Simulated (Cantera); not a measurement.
What does this Cantera script print?

```python
import numpy as np
import cantera as ct

gas_names = """
    H HI HO2 H2 H2O H2O2 I I2 O OH O2 O3
""".split()
cond_names = """
    H2O(s) H2O(L) I2(cr) I2(L)
""".split()


def load(file, names, dense=False):
    # The tables refer to 1 bar. Condensed volumes are neglected.
    table = {s.name: s for s in ct.Species.list_from_file(file)}
    out = []
    for n in names:
        d = dict(table[n].input_data)
        d["thermo"] = dict(d["thermo"], **{"reference-pressure": 1e5})
        if dense:
            d["equation-of-state"] = {"model": "constant-volume", "density": "1e6 g/cm^3"}
        out.append(ct.Species.from_dict(d))
    return out


gas = ct.Solution(thermo="ideal-gas", species=load("nasa_gas.yaml", gas_names))
cond = {s.name: ct.Solution(thermo="fixed-stoichiometry", species=[s], name=s.name)
        for s in load("nasa_condensed.yaml", cond_names, dense=True)}
atoms = {
    'HI': {'H': 1, 'I': 1},
    'H2': {'H': 2},
    'O2': {'O': 2},
}
top_T = {}  # K; cautious upper limits of use, not melting points


def equilibrate(T, P, feed):
    n = {}
    for name, mol in feed.items():
        for a, k in atoms[name].items():
            n[a] = n.get(a, 0.0) + k * mol
    gas.TPX = T, P, n
    mass = sum(n.values()) * gas.mean_molecular_weight
    gas.equilibrate("TP")
    valid = [c for c in cond.values() if c.min_temp <= T <= top_T.get(c.name, c.max_temp)]
    mix = ct.Mixture([(gas, mass / gas.mean_molecular_weight)] + [(c, 0.0) for c in valid])
    mix.T, mix.P = T, P
    mix.equilibrate("TP", solver="vcs", rtol=1e-11, max_steps=5000)
    return mix


results = []
feed = {'HI': 1, 'H2': 0.13, 'O2': 2.4}  # mol
P = 1000  # Pa
for T in [1175, 1275, 1375, 1475, 1575, 1675, 1775, 1875, 1975, 2075, 2175, 2275, 2375]:
    mix = equilibrate(T, P, feed)
    results.append((T, P, feed, dict(zip(mix.species_names, mix.species_moles))))
    x = sorted(zip(gas.X, gas.species_names), reverse=True)
    print(f"T = {T:g} K  P = {P:g} Pa  gas = {mix.phase_moles(0):.4g} mol")
    print("   x: " + "  ".join(f"{s} {v:.3e}" for v, s in x if v > 0.0001))
    print("   condensed (mol): " + ("  ".join(f"{mix.phase(i).name} {mix.phase_moles(i):.4g}"
          for i in range(1, mix.n_phases) if mix.phase_moles(i) > 1e-12) or "none"))
```

Result:

```
T = 1175 K  P = 1000 Pa  gas = 3.669 mol
   x: O2 5.683e-01  I 2.474e-01  H2O 1.717e-01  I2 1.256e-02
   condensed (mol): none
T = 1275 K  P = 1000 Pa  gas = 3.7 mol
   x: O2 5.635e-01  I 2.620e-01  H2O 1.702e-01  I2 4.071e-03  HI 1.017e-04
   condensed (mol): none
T = 1375 K  P = 1000 Pa  gas = 3.71 mol
   x: O2 5.621e-01  I 2.665e-01  H2O 1.697e-01  I2 1.455e-03  HI 1.363e-04  OH 1.258e-04
   condensed (mol): none
T = 1475 K  P = 1000 Pa  gas = 3.713 mol
   x: O2 5.615e-01  I 2.680e-01  H2O 1.694e-01  I2 5.861e-04  OH 3.300e-04  HI 1.740e-04
   condensed (mol): none
T = 1575 K  P = 1000 Pa  gas = 3.715 mol
   x: O2 5.611e-01  I 2.685e-01  H2O 1.691e-01  OH 7.660e-04  I2 2.630e-04  HI 2.146e-04
   condensed (mol): none
T = 1675 K  P = 1000 Pa  gas = 3.716 mol
   x: O2 5.606e-01  I 2.686e-01  H2O 1.686e-01  OH 1.607e-03  HI 2.576e-04  O 2.558e-04  I2 1.294e-04
   condensed (mol): none
T = 1775 K  P = 1000 Pa  gas = 3.719 mol
   x: O2 5.596e-01  I 2.685e-01  H2O 1.676e-01  OH 3.095e-03  O 7.162e-04  HI 3.023e-04
   condensed (mol): none
T = 1875 K  P = 1000 Pa  gas = 3.724 mol
   x: O2 5.579e-01  I 2.681e-01  H2O 1.660e-01  OH 5.543e-03  O 1.797e-03  HI 3.477e-04  H2 2.341e-04  H 1.003e-04
   condensed (mol): none
T = 1975 K  P = 1000 Pa  gas = 3.733 mol
   x: O2 5.546e-01  I 2.675e-01  H2O 1.632e-01  OH 9.314e-03  O 4.103e-03  H2 5.223e-04  HI 3.925e-04  H 3.127e-04
   condensed (mol): none
T = 2075 K  P = 1000 Pa  gas = 3.749 mol
   x: O2 5.490e-01  I 2.663e-01  H2O 1.589e-01  OH 1.478e-02  O 8.637e-03  H2 1.069e-03  H 8.708e-04  HI 4.347e-04
   condensed (mol): none
T = 2175 K  P = 1000 Pa  gas = 3.777 mol
   x: O2 5.396e-01  I 2.642e-01  H2O 1.523e-01  OH 2.222e-02  O 1.692e-02  H 2.194e-03  H2 2.019e-03  HI 4.717e-04
   condensed (mol): none
T = 2275 K  P = 1000 Pa  gas = 3.825 mol
   x: O2 5.247e-01  I 2.609e-01  H2O 1.425e-01  OH 3.169e-02  O 3.106e-02  H 5.046e-03  H2 3.533e-03  HI 4.997e-04
   condensed (mol): none
T = 2375 K  P = 1000 Pa  gas = 3.903 mol
   x: O2 5.022e-01  I 2.557e-01  H2O 1.287e-01  O 5.371e-02  OH 4.277e-02  H 1.066e-02  H2 5.710e-03  HI 5.138e-04
   condensed (mol): none
```

Equilibrium computed with Cantera from the NASA thermochemical tables; the gas is ideal and each condensed phase is pure.
